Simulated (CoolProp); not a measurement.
Aqueous propylene glycol as a coolant, 43 % by mass, freezing at -23.6 °C, 1 atm.

Computed with CoolProp (Melinder's fits for secondary coolants).

```json
[
 {"T (°C)": "-18.9", "Prandtl number": "492", "conductivity (W/(m K))": "0.366", "density (kg/m³)": "1053", "cp (kJ/(kg K))": "…"},
 {"T (°C)": "-13.1", "Prandtl number": "…", "conductivity (W/(m K))": "0.369", "density (kg/m³)": "1051", "cp (kJ/(kg K))": "3.542"},
 {"T (°C)": "-7.2", "Prandtl number": "208", "conductivity (W/(m K))": "0.372", "density (kg/m³)": "1048", "cp (kJ/(kg K))": "3.563"},
 {"T (°C)": "-1.3", "Prandtl number": "…", "conductivity (W/(m K))": "0.375", "density (kg/m³)": "1046", "cp (kJ/(kg K))": "3.583"},
 {"T (°C)": "4.5", "Prandtl number": "101", "conductivity (W/(m K))": "0.379", "density (kg/m³)": "1043", "cp (kJ/(kg K))": "3.603"},
 {"T (°C)": "10.4", "Prandtl number": "…", "conductivity (W/(m K))": "0.382", "density (kg/m³)": "…", "cp (kJ/(kg K))": "3.623"},
 {"T (°C)": "16.3", "Prandtl number": "54.9", "conductivity (W/(m K))": "0.385", "density (kg/m³)": "1037", "cp (kJ/(kg K))": "3.643"},
 {"T (°C)": "22.1", "Prandtl number": "…", "conductivity (W/(m K))": "0.389", "density (kg/m³)": "1033", "cp (kJ/(kg K))": "3.663"},
 {"T (°C)": "28", "Prandtl number": "33.3", "conductivity (W/(m K))": "0.392", "density (kg/m³)": "1030", "cp (kJ/(kg K))": "3.683"},
 {"T (°C)": "33.9", "Prandtl number": "…", "conductivity (W/(m K))": "0.396", "density (kg/m³)": "…", "cp (kJ/(kg K))": "3.703"},
 {"T (°C)": "39.7", "Prandtl number": "22.1", "conductivity (W/(m K))": "0.400", "density (kg/m³)": "1022", "cp (kJ/(kg K))": "3.723"}
]
```

Problem. Fill in the missing entries.

Solution. 
- -18.9, cp (kJ/(kg K)): 3.522
- -13.1, Prandtl number: 316
- -1.3, Prandtl number: 142
- 10.4, Prandtl number: 73.4
- 10.4, density (kg/m³): 1040
- 22.1, Prandtl number: 42.4
- 33.9, Prandtl number: 26.8
- 33.9, density (kg/m³): 1026
